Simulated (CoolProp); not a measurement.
Diethyl ether along the isobar 2370 kPa: fugacity coefficient from the reference equation and from simpler models built on Tc = 467.9 K, pc = 3717 kPa, ω = 0.282; each cubic takes its own stable root.

The numbers come from the reference Helmholtz-energy equation of state, Thol 2014 in CoolProp.

```csv
T (K),phase,reference,van der Waals,Redlich-Kwong,Soave-Redlich-Kwong,Peng-Robinson
279.7,liquid,0.01528,0.1420,0.03364,0.01527,0.01544
290.1,liquid,0.02356,0.1712,0.04833,0.02362,0.02368
300.6,liquid,0.03511,0.2040,0.06737,0.03530,0.03516
311,liquid,___,0.2396,0.09087,0.05083,___
321.4,liquid,0.07019,0.2782,0.1194,0.07103,0.07002
331.9,liquid,0.09541,0.3201,0.1536,0.09686,0.09511
342.3,liquid,0.1262,___,0.1929,0.1285,0.1258
352.7,liquid,0.1632,0.4110,0.2378,0.1666,0.1627
363.2,liquid,0.2073,0.4604,0.2886,0.2122,0.2067
373.6,liquid,0.2579,0.5113,0.3442,0.2645,0.2573
384,liquid,0.3154,0.5639,0.4045,0.3240,0.3148
394.5,liquid,0.3804,0.6182,0.4699,0.3912,0.3798
404.9,liquid,0.4513,0.6729,0.5382,0.4642,0.4506
415.3,liquid,0.5282,0.7278,0.6094,0.5430,0.5270
425.8,liquid,0.6111,0.7602,0.6829,0.6271,0.6087
```

Task: What belongs in the gaps?

Result: 
- 311, reference: 0.05040
- 311, Peng-Robinson: 0.05035
- 342.3, van der Waals: 0.3643

At some of these states van der Waals gives the other phase, because its saturation line lies elsewhere.
